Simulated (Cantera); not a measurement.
Charge: 1 mol AlCl₃, 43 mol N₂O, 620 mol H₂, equilibrated at 1723 K and 133 Pa.

Method: chemical equilibrium by Gibbs-energy minimisation in Cantera with the NASA 1993 tables (ideal gas, pure condensed phases). Candidate condensed phases: Al, AlCl₃, AlN, Al₂O₃, H₂O, NH₄Cl; 45 gas species. Equilibrium is a limit: real reactors are often held back by kinetics, nucleation or transport.

Base state: H₂ 0.864, N₂ 0.0646, H₂O 0.0623, H 0.00464, HCl 0.00449, Cl 1.87e-5, OH 1.83e-5 (mole fractions); condensed: Al₂O₃(s).

Question: What changes in the equilibrium state with this change: temperature from 1723 K to 1825 K?

Answer: 
| species | before | after |
|---|---|---|
| H₂ | 0.864 | 0.858 |
| N₂ | 0.0646 | 0.0643 |
| H₂O | 0.0623 | 0.0620 |
| H | 0.00464 | 0.0112 |
| OH | 1.83e-5 | 5.65e-5 |
| Cl | 1.87e-5 | 4.41e-5 |
| HCl | 0.00449 | 0.00444 |
| Al₂O₃(s), mol | 0.500 | 0.500 |
